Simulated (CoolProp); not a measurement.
1000 sccm (0 °C, 1 atm) of nitrogen bubbles through liquid methanol at 298.8 K and leaves saturated at a total pressure of 0.15 MPa (ideal gas phase). Each further row changes one setting.

The numbers come from the reference Helmholtz-energy equation of state, de Reuck 1993 in CoolProp.

| case | vapour pressure (kPa) | mole fraction of vapour | delivery (mg/min) | delivery (sccm) | change of delivery for a bath 1 K warmer (%) |
|---|---|---|---|---|---|
| as stated | 17.6 | 0.117 | 190 | 133 | 6.0 |
| bath temperature 303.8 K | 22.6 | 0.151 | 254 | 178 | 6.0 |
| total pressure 0.3 MPa | 17.6 | 0.0585 | 88.9 | 62.2 | 5.6 |
